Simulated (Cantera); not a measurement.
What does this Cantera script print?

```python
import numpy as np
import cantera as ct

gas_names = """
    OH AL AL2O H2
""".split()
cond_names = """

""".split()


# ... load() reads the species with a 1 bar reference pressure and builds the phases ...
species = {s.name: s for s in load("nasa_gas.yaml", gas_names) + load("nasa_condensed.yaml", cond_names)}
# Each term lists the table entries of one substance; the one whose range holds T is used.
reactions = {
    '2 OH(g) + 4 Al(g) = 2 Al2O(g) + H2(g)':
        [(-2, ['OH']), (-4, ['AL']), (2, ['AL2O']), (1, ['H2'])],
}


def pick(names, T):
    return next(species[n] for n in names if species[n].thermo.min_temp <= T <= species[n].thermo.max_temp)


results = []
for label, terms in reactions.items():
    print(label)
    print("     T/K   dH/kJ  dS/(J/K)   dG/kJ   log10 K")
    for T in [1848, 1948, 2048, 2148, 2248]:
        used = [(nu, pick(names, T)) for nu, names in terms]
        dH = sum(nu * s.thermo.h(T) for nu, s in used) / 1e6
        dS = sum(nu * s.thermo.s(T) for nu, s in used) / 1e3
        dG = dH - T * dS / 1e3
        logK = -dG * 1e6 / (ct.gas_constant * T * np.log(10))
        results.append((label, T, dH, dS, dG, logK, [s.name for _, s in used]))
        print(f"{T:8g} {dH:8.1f} {dS:8.1f} {dG:8.1f} {logK:8.2f}")
```

Result:

```
2 OH(g) + 4 Al(g) = 2 Al2O(g) + H2(g)
     T/K   dH/kJ  dS/(J/K)   dG/kJ   log10 K
    1848  -1681.0   -386.1   -967.5    27.35
    1948  -1680.5   -385.8   -928.9    24.91
    2048  -1679.9   -385.5   -890.4    22.71
    2148  -1679.4   -385.3   -851.8    20.71
    2248  -1678.9   -385.0   -813.3    18.90
```

Standard-state values (1 bar) from the NASA 1993 polynomials, evaluated with Cantera. Condensed species are held in their standard states even where they would react or evaporate.
